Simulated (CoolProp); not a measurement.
A Linde-Hampson liquefier for ethane: isothermal reversible compression at 320 K from 1 atm to 40 MPa, throttling to 1 atm, return gas leaving the recuperator 2 K below the feed. Each further row changes one setting.

Model: reference Helmholtz-energy equation of state, Bücker 2006, in CoolProp.

```json
[
 {"case": "as stated", "liquid yield per pass": "0.458", "compression work (kJ/kg of gas)": "414"},
 {"case": "high pressure 80 MPa", "liquid yield per pass": "___", "compression work (kJ/kg of gas)": "___"},
 {"case": "warm-end temperature 350 K", "liquid yield per pass": "0.389", "compression work (kJ/kg of gas)": "___"},
 {"case": "warm-end gap 7 K", "liquid yield per pass": "___", "compression work (kJ/kg of gas)": "414"}
]
```

What belongs in the gaps?


- high pressure 80 MPa, liquid yield per pass: 0.407
- high pressure 80 MPa, compression work (kJ/kg of gas): 499
- warm-end temperature 350 K, compression work (kJ/kg of gas): 482
- warm-end gap 7 K, liquid yield per pass: 0.451
